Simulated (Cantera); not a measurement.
Feed: 1 mol B2H6, 7.9 mol N2.

These are equilibrium values from Cantera (NASA tables, ideal gas, pure condensed phases), not measurements of a reactor. Candidate condensed phases: B, BN; 15 gas species. The feed counts by its element totals alone. N2 is the only nitrogen source here; it is nearly inert below about 1500 K, so the nitride shown seldom forms there in practice. The numbers say what is thermodynamically allowed, not how fast it happens.

Q: What condenses at these points (T in K, P in Pa): (1398, 1000); (1598, 100000); (1498, 10); (2098, 10)?

A: 
```json
[
 {"T (K)": "1398", "P in Pa": "1000", "condensed phases": "BN", "B condensed (%)": "100.0"},
 {"T (K)": "1598", "P in Pa": "100000", "condensed phases": "BN", "B condensed (%)": "100.0"},
 {"T (K)": "1498", "P in Pa": "10", "condensed phases": "BN", "B condensed (%)": "100.0"},
 {"T (K)": "2098", "P in Pa": "10", "condensed phases": "B", "B condensed (%)": "96.2"}
]
```
